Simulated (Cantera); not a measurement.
Feed: 1 mol Fe, 0.062 mol SO2, 4.8 mol H2, at 38.0 Pa.

Equilibrium computed with Cantera from the NASA thermochemical tables; the gas is ideal and each condensed phase is pure. Candidate condensed phases: Fe, FeO, Fe(OH)2, Fe(OH)3, FeS, FeSO4, FeS2, Fe2O3, Fe2(SO4)3, Fe3O4, H2O, H2SO4, S; 22 gas species. The numbers say what is thermodynamically allowed, not how fast it happens.

**Question.** At 1548 K, list the 4 most abundant gas species with their mole fractions, and the condensed phases.

**Answer.** H2 0.963, H2O 0.0256, S2 0.00396, H2S 0.00342. Condensed: Fe(γ).
